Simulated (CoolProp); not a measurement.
Vapour-liquid equilibrium of dimethyl ether (1) + chloromethane (R40) (2) at 250.8 K; x and y are mole fractions of (1).

Computed with CoolProp (multi-fluid Helmholtz-energy mixture model, Wu 2011 and Thol 2014; pair parameters Bell 2016).

```
x     bubble pressure, mixture model (bar)  bubble pressure, Raoult's law (bar)  y, mixture model  y, Raoult's law
----  ------------------------------------  -----------------------------------  ----------------  ---------------
0.05                                 1.077                                1.089             0.042            0.052
0.15                                 1.059                                1.093             0.133            0.154
0.25                                 1.046                                1.097             0.233            0.257
0.35                                 1.038                                1.100             0.340            0.358
0.45                                 1.035                                1.104             0.451            0.459
0.55                                 1.039                                1.108             0.563            0.559
0.65                                 1.048                                1.112             0.673            0.658
0.75                                 1.064                                1.116             0.778            0.756
0.85                                 1.085                                1.119             0.875            0.854
0.95                                 1.111                                1.123             0.961            0.952
```

The largest gap from Raoult's law is -6.2 % in bubble pressure, at x = 0.55. y crosses x between x = 0.35 and 0.45: the model has an azeotrope there.

The pair parameters rest on a limited set of measurements; away from them the model extrapolates.
